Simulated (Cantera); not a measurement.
A diamond (100) surface in a fixed gas of H2 with x(CH4) = 0.014, x(H) = 0.00054, x(CH3) = 0.00017, at 1200 K; coverages are run to steady state.

Computed with Cantera and the Harris–Goodwin 1993 mechanism for the reconstructed diamond (100) surface.

One state of this run: growth (µm/h) = 3.28; θ c6HH = 0.478; θ c6H* = 0.0356; θ c6*H = 0.455; θ c6** = 0.0172; θ c6HM = 0.00695. θ: site fractions in the mechanism's names (c6HH fully hydrogenated, c6H* and c6*H radical sites, c6** diradical, c6HM methylated).

Task: Which value of P (Pa) does it belong to?
(A) 3900
(B) 6100
(C) 15000
(D) 2400

Result: C, 15000
